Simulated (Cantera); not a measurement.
## Premixed flame

A freely propagating, adiabatic, planar premixed flame of 29.6 % H₂, 14.8 % O₂, 55.6 % N₂, equivalence ratio 1.0, unburnt at 450 K and 1.48 atm; mixture-averaged transport, grid criteria slope 0.08 and curve 0.16, no radiation.

Cantera simulation using the H2/O2 subset of GRI-Mech 3.0, which has no nitrogen chemistry; the numbers are that mechanism's predictions, not measurements. Burning velocities carry a grid error of a few per cent, more on coarse grids.

| z (mm) | T (K) | u (m/s) | x H₂ | x O₂ | x O | x H | x H₂O | x H₂O₂ |
|---|---|---|---|---|---|---|---|---|
| -0.737 | 450 | 4.48 | 0.296 | 0.148 | <1e-8 | <1e-8 | <1e-8 | <1e-8 |
| -0.491 | 450 | 4.48 | 0.296 | 0.148 | <1e-8 | <1e-8 | <1e-8 | <1e-8 |
| -0.368 | 450 | 4.48 | 0.296 | 0.148 | <1e-8 | <1e-8 | 2.38e-8 | <1e-8 |
| -0.246 | 450 | 4.48 | 0.296 | 0.148 | <1e-8 | <1e-8 | 7.31e-7 | <1e-8 |
| -0.123 | 463 | 4.57 | 0.289 | 0.149 | 1.73e-6 | 5.92e-6 | 0.000332 | 4.60e-6 |
| -0.0614 | 699 | 6.69 | 0.252 | 0.146 | 0.000173 | 0.00250 | 0.0186 | 6.58e-5 |
| 0 | 1188 | 11.0 | 0.161 | 0.112 | 0.00358 | 0.0232 | 0.0997 | 1.40e-5 |
| 0.0614 | 1535 | 14.0 | 0.0769 | 0.0560 | 0.00934 | 0.0431 | 0.199 | 4.27e-6 |
| 0.123 | 1710 | 15.5 | 0.0500 | 0.0332 | 0.0107 | 0.0435 | 0.238 | 2.38e-6 |
| 0.246 | 1881 | 16.9 | 0.0434 | 0.0250 | 0.00943 | 0.0337 | 0.255 | 1.23e-6 |
| 0.491 | 2046 | 18.1 | 0.0397 | 0.0207 | 0.00699 | 0.0228 | 0.268 | 6.88e-7 |
| 0.982 | 2195 | 19.3 | 0.0342 | 0.0166 | 0.00463 | 0.0140 | 0.283 | 4.43e-7 |
| 1.96 | 2316 | 20.1 | 0.0276 | 0.0129 | 0.00280 | 0.00799 | 0.297 | 3.25e-7 |
x: mole fraction of selected species; z is measured from the peak of heat release.

| Quantity | Result |
|---|---|
| laminar burning velocity | 448 cm/s |
| thermal thickness | 0.246 mm |
| peak x(O) | 0.0107 |
| peak x(H) | 0.0449 |
| peak x(H₂O₂) | 6.58e-5 |
| grid points | 111 |
